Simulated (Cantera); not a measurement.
# Pyrogenic steam for wet oxidation

An isothermal, constant-pressure homogeneous reactor starts with 11.1 % H2, 7.41 % O2, 81.5 % N2, at 1125 K and 750 Torr.

Detailed kinetics in Cantera: GRI-Mech 3.0 (53 species, 325 reactions). The temperature is held fixed by assumption; the heat of reaction is taken as removed at once.

```tsv
t (s)	x H2	x O2	x H2O2	x H	x NO
0.000100	0.111	0.0740	5.13e-8	3.65e-5	<1e-12
0.000242	0.00955	0.0246	4.45e-6	0.00521	2.59e-6
0.000588	0.00126	0.0201	2.68e-6	0.000106	2.83e-6
0.00143	0.000354	0.0198	1.09e-6	8.48e-6	2.79e-6
0.00346	0.000106	0.0196	3.39e-7	1.08e-6	2.70e-6
0.00838	2.58e-5	0.0196	8.99e-8	1.37e-7	2.61e-6
0.0203	3.95e-6	0.0196	2.93e-8	1.31e-8	2.61e-6
0.0492	3.33e-7	0.0196	1.08e-8	9.61e-10	2.71e-6
0.119	3.65e-8	0.0196	4.16e-9	1.31e-10	2.79e-6
0.289	1.20e-8	0.0196	1.72e-9	3.27e-11	2.82e-6
0.702	5.14e-9	0.0196	7.47e-10	9.64e-12	2.83e-6
1.70	2.76e-9	0.0196	3.59e-10	3.68e-12	2.83e-6
4.12	2.14e-9	0.0196	2.27e-10	2.29e-12	2.83e-6
10.0	2.06e-9	0.0196	2.00e-10	2.08e-12	2.82e-6
```
x: mole fraction; the columns are a selection and need not sum to one.

Equilibrium at this temperature and pressure: H2 2.04e-9, O2 0.0196, H2O2 1.93e-10, H 2.02e-12, NO 3.41e-5 (gas phase only).
